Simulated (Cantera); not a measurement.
**Equilibrium for silicon oxide and oxynitride deposition: SiF₄ + H₂O + N₂ + HCl**

Input: 1 mol SiF₄, 4.9 mol H₂O, 3 mol N₂, 0.08 mol HCl, at 10.0 mbar.

Method: chemical equilibrium by Gibbs-energy minimisation in Cantera with the NASA 1993 tables (ideal gas, pure condensed phases). Candidate condensed phases: H₂O, NH₄Cl, Si, SiO₂, Si₂N₂O, Si₃N₄; 72 gas species. The tables hold silica as quartz up to 1696 K and as liquid above; real silica turns to tridymite and cristobalite and melts near 1996 K. Equilibrium is a limit: real reactors are often held back by kinetics, nucleation or transport.

From 1000 °C to 1400 °C the condensed part is SiO₂(β-quartz). From 1450 °C to 1500 °C the condensed part is SiO₂(condensed). The main Si-bearing gas is SiF₄ throughout.

| T (°C) | x HF | x N₂ | x H₂O | x HCl | x H₂ | x O₂ | n SiO₂(β-quartz) | n SiO₂(condensed) |
|---|---|---|---|---|---|---|---|---|
| 1000 | 0.398 | 0.301 | 0.292 | 0.00801 | 3.91e-5 | 1.58e-5 | 0.992 | 0 |
| 1050 | 0.399 | 0.301 | 0.292 | 0.00801 | 7.07e-5 | 2.86e-5 | 0.994 | 0 |
| 1100 | 0.399 | 0.301 | 0.291 | 0.00800 | 0.000123 | 4.95e-5 | 0.996 | 0 |
| 1150 | 0.400 | 0.301 | 0.291 | 0.00799 | 0.000205 | 8.26e-5 | 0.997 | 0 |
| 1200 | 0.400 | 0.301 | 0.291 | 0.00797 | 0.000330 | 0.000133 | 0.998 | 0 |
| 1250 | 0.400 | 0.301 | 0.290 | 0.00795 | 0.000517 | 0.000207 | 0.998 | 0 |
| 1300 | 0.400 | 0.300 | 0.290 | 0.00792 | 0.000786 | 0.000314 | 0.999 | 0 |
| 1350 | 0.400 | 0.300 | 0.289 | 0.00789 | 0.00117 | 0.000463 | 0.999 | 0 |
| 1400 | 0.400 | 0.300 | 0.289 | 0.00784 | 0.00169 | 0.000667 | 0.999 | 0 |
| 1450 | 0.400 | 0.300 | 0.288 | 0.00778 | 0.00239 | 0.000940 | 0 | 0.999 |
| 1500 | 0.400 | 0.300 | 0.286 | 0.00771 | 0.00332 | 0.00130 | 0 | 1.000 |
x: gas mole fraction; n: condensed amount in mol.
